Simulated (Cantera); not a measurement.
Input: 1 mol MgO, 0.68 mol C, 1.5 mol H₂, held at 0.350 bar.

Equilibrium computed with Cantera from the NASA thermochemical tables; the gas is ideal and each condensed phase is pure. Candidate condensed phases: C, C₆H₆, C₇H₈, C₈H₁₈, H₂O, Mg, MgCO₃, MgO, Mg(OH)₂; 116 gas species. Equilibrium is a limit: real reactors are often held back by kinetics, nucleation or transport. All values below are at 1423 K.

Base state: H₂ 0.998, CH₄ 0.00133, CO 0.000570, Mg 0.000568, H 1.12e-5 (mole fractions); condensed: C(graphite) + MgO(s).

What changes in the equilibrium state with this change: MgO replaced by Ta₂O₅?


```json
[
 {"species": "H₂", "before": "0.998", "after": "0.754"},
 {"species": "CO", "before": "0.000570", "after": "0.244"},
 {"species": "H₂O", "before": "6.15e-7", "after": "0.00177"},
 {"species": "Mg", "before": "0.000568", "after": "0"},
 {"species": "CO₂", "before": "<1e-9", "after": "0.000253"},
 {"species": "CH₄", "before": "0.00133", "after": "8.51e-5"},
 {"species": "H", "before": "1.12e-5", "after": "9.75e-6"},
 {"species": "C(graphite), mol", "before": "0.677", "after": "0"},
 {"species": "MgO(s), mol", "before": "0.999", "after": "0"},
 {"species": "TaC(s), mol", "before": "0", "after": "0.195"},
 {"species": "Ta₂O₅(s), mol", "before": "0", "after": "0.902"}
]
```
Mutual solubility and eutectic melting of coexisting phases are not modelled. TaC: taken at fixed stoichiometry. Condensed phases not in the tables: Ta₂C. Further candidate phases: Ta, TaC, Ta₂O₅.

What changes in the equilibrium state with this change: pressure from 0.350 bar to 0.0100 bar?


```json
[
 {"species": "H₂", "before": "0.998", "after": "0.960"},
 {"species": "CO", "before": "0.000570", "after": "0.0199"},
 {"species": "Mg", "before": "0.000568", "after": "0.0199"},
 {"species": "CH₄", "before": "0.00133", "after": "3.51e-5"},
 {"species": "MgH", "before": "3.18e-6", "after": "1.85e-5"},
 {"species": "H", "before": "1.12e-5", "after": "6.51e-5"},
 {"species": "C(graphite), mol", "before": "0.677", "after": "0.649"},
 {"species": "MgO(s), mol", "before": "0.999", "after": "0.969"}
]
```
The tables' values for MgH are old estimates; treat these amounts as uncertain.
